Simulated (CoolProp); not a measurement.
Vapour-liquid equilibrium of cyclohexane (1) + n-nonane (2) at 429.6 K; x and y are mole fractions of (1).

Values from CoolProp's multi-fluid Helmholtz-energy mixture model, Zhou 2014 and Lemmon 2006; pair parameters Bell 2016.

### Question
Give the bubble pressure and the first vapour's composition at x = 0.15, 0.65, 0.75. Is there an azeotrope?

### Answer
x = 0.15: 0.1880 MPa, y = 0.446; x = 0.65: 0.4294 MPa, y = 0.888; x = 0.75: 0.4841 MPa, y = 0.929. No azeotrope shows between x = 0.05 and 0.95.

Pair parameters are fitted to limited data, so mixtures are less certain than the pure fluids.
